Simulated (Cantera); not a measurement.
A freely propagating, adiabatic, planar premixed flame of H2 : O2 : N2 = 1 : 0.208 : 0.854 (molar parts), unburnt at 500 K and 5.00 bar; mixture-averaged transport, grid criteria slope 0.08 and curve 0.16, no radiation.

Detailed kinetics in Cantera: the H2/O2 subset of GRI-Mech 3.0, which has no nitrogen chemistry. The hydrogen kinetics of GRI-Mech 3.0 are dated; newer H2 mechanisms differ, most at raised pressure. Burning velocities carry a grid error of a few per cent, more on coarse grids.

Q: How do the results move with these cheaper or finer settings: unity-Lewis-number transport; multicomponent transport; multicomponent+Soret transport; grid criteria slope 0.5, curve 1; grid criteria slope 0.25, curve 0.5; grid criteria slope 0.03, curve 0.06?

A: 
```
setting                               laminar burning velocity  thermal thickness  peak x(H2O2)  peak x(H)  grid points
------------------------------------  ------------------------  -----------------  ------------  ---------  -----------
as above                                              548 cm/s          0.0565 mm       6.30e-5     0.0401          110
unity-Lewis-number transport                          340 cm/s          0.0588 mm       3.47e-5     0.0418          109
multicomponent transport                              539 cm/s          0.0571 mm       6.19e-5     0.0401          110
multicomponent+Soret transport                        524 cm/s          0.0552 mm       6.79e-5     0.0399          110
grid criteria slope 0.5, curve 1                      527 cm/s          0.0725 mm       5.67e-5     0.0389           37
grid criteria slope 0.25, curve 0.5                   556 cm/s          0.0617 mm       6.38e-5     0.0402           49
grid criteria slope 0.03, curve 0.06                  547 cm/s          0.0552 mm       6.34e-5     0.0399          257
```
Unity Lewis numbers drop preferential diffusion, which matters most where H2 and H carry the flame; Soret adds thermal diffusion.
